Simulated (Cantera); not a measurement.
A perfectly stirred reactor is fed with 5.87 % CO, 8.80 % H2, 17.9 % O2, 67.4 % N2, equivalence ratio 0.41, at 0.330 bar; it is adiabatic with a 723 K inlet, and is followed from long to short residence time, starting on the burning branch (τ in s: 0.11, 0.048, 0.021, 0.0095, 0.0042, 0.0019, 0.00082, 0.00036, 0.00016, 7.1e-05, 3.2e-05).

Detailed kinetics in Cantera: GRI-Mech 3.0 (53 species, 325 reactions).

x: mole fraction; the columns are a selection and need not sum to one.

| τ (s) | T (K) | x CO | x H2 | x O2 | x NO2 | x O | x OH |
|---|---|---|---|---|---|---|---|
| 0.11 | 1821 | 0.00120 | 0.000405 | 0.113 | 2.55e-8 | 0.00107 | 0.00297 |
| 0.048 | 1804 | 0.00200 | 0.000681 | 0.113 | 1.44e-8 | 0.00180 | 0.00376 |
| 0.021 | 1776 | 0.00322 | 0.00112 | 0.113 | 8.15e-9 | 0.00297 | 0.00462 |
| 0.0095 | 1737 | ? | ? | 0.113 | ? | ? | ? |
| 0.0042 | 1679 | 0.00731 | 0.00261 | 0.113 | 3.79e-9 | 0.00696 | 0.00602 |
| 0.0019 | 1603 | 0.0105 | 0.00368 | 0.114 | 3.02e-9 | 0.00964 | 0.00620 |
| 0.00082 | 1497 | 0.0158 | 0.00508 | 0.116 | 2.17e-9 | 0.0122 | 0.00575 |
| 0.00036 | 1363 | 0.0257 | 0.00746 | 0.123 | 1.16e-9 | 0.0126 | 0.00465 |
| 0.00016 | 1190 | 0.0414 | 0.0169 | 0.137 | 2.98e-10 | 0.00837 | 0.00314 |
| 7.1e-5 | 723 | 0.0587 | 0.0880 | 0.179 | <1e-12 | <1e-12 | <1e-12 |
| 3.2e-5 | 723 | 0.0587 | 0.0880 | 0.179 | <1e-12 | <1e-12 | <1e-12 |

What belongs in the gaps?


- 0.0095, x CO: 0.00492
- 0.0095, x H2: 0.00174
- 0.0095, x NO2: 5.17e-9
- 0.0095, x O: 0.00463
- 0.0095, x OH: 0.00541
